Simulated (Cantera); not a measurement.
A closed system holds: 1 mol SiHCl3, 0.75 mol C3H8, 1.1 mol H2, at 0.00133 bar.

Equilibrium computed with Cantera from the NASA thermochemical tables; the gas is ideal and each condensed phase is pure. Candidate condensed phases: C, C6H6, C7H8, C8H18, Si, SiC; 109 gas species. Gases not in the tables: Si2H6 and higher silanes. Equilibrium is a limit: real reactors are often held back by kinetics, nucleation or transport.

Which condensed phases are stable at each of these points (T (°C)): 1377, 1427, 1477, 1527, 1577, 1627, 1677, 1727, 1777, 1827, 1877, 1927, 1977, 2027?


| T (°C) | condensed phases | Si condensed (%) |
|---|---|---|
| 1377 | C(graphite) + SiC(s) | 89.1 |
| 1427 | C(graphite) + SiC(s) | 87.4 |
| 1477 | C(graphite) + SiC(s) | 85.6 |
| 1527 | C(graphite) + SiC(s) | 83.7 |
| 1577 | C(graphite) + SiC(s) | 81.7 |
| 1627 | C(graphite) + SiC(s) | 79.6 |
| 1677 | C(graphite) + SiC(s) | 77.4 |
| 1727 | C(graphite) + SiC(s) | 74.7 |
| 1777 | C(graphite) + SiC(s) | 71.3 |
| 1827 | C(graphite) + SiC(s) | 66.3 |
| 1877 | C(graphite) + SiC(s) | 58.0 |
| 1927 | C(graphite) + SiC(s) | 43.1 |
| 1977 | C(graphite) + SiC(s) | 14.8 |
| 2027 | C(graphite) | 0.0 |

From 1377 °C to 1977 °C the condensed part is C(graphite) + SiC(s). At 2027 °C the condensed part is C(graphite).
